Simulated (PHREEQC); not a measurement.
**Silver or lead bath: an equilibrium model**

Consider water at 90 °C with 0.15 mol/kgw AgNO3, 0.025 mol/kgw HNO3 and 0.13 mol/kgw Zn(NO3)2. Closed to the air; pH follows from the charge balance.

Computed with PHREEQC (ion-association model, wateq4f.dat).

This is a speciation only: nothing precipitates in the calculation.

Problem. Estimate the pH, activity of water.

Solution. pH 1.74; activity of water 0.988.

Problem. In which forms is Ag present?

Solution. Ag+ 93 %, AgNO3 7.1 % of the Ag.

Complexes and solids missing from the database can't appear. Constants without temperature data keep their 25 °C values here.
